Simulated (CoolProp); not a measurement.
Vapour-liquid equilibrium of dimethyl carbonate (1) + n-heptane (2) at 0.0207 MPa; x and y are mole fractions of (1).

Computed with CoolProp (multi-fluid Helmholtz-energy mixture model, Zhou 2011 and Span 2003; pair parameters Bell 2016).

```
x     bubble temperature, mixture model (K)  bubble temperature, Raoult's law (K)  y, mixture model  y, Raoult's law
----  -------------------------------------  ------------------------------------  ----------------  ---------------
0.05                                  320.7                                 325.1             0.212            0.061
0.15                                  315.6                                 324.6             0.415            0.179
0.25                                  313.4                                 324.0             0.503            0.291
0.35                                  312.5                                 323.5             0.544            0.399
0.45                                  312.2                                 323.0             0.565            0.502
0.55                                  312.1                                 322.5        (withheld)            0.601
0.65                                  312.1                                 322.0        (withheld)            0.696
0.75                                  312.3                                 321.5        (withheld)            0.787
0.85                                  313.2                                 321.1             0.652            0.874
0.95                                  316.4                                 320.6             0.804            0.959
```

Q: Some entries are withheld; supply them.

A: 
- 0.55, y, mixture model: 0.576
- 0.65, y, mixture model: 0.585
- 0.75, y, mixture model: 0.603

The largest gap from Raoult's law is -11.0 K in bubble temperature, at x = 0.35. y crosses x between x = 0.55 and 0.65: the model has an azeotrope there.

The pair parameters rest on a limited set of measurements; away from them the model extrapolates.
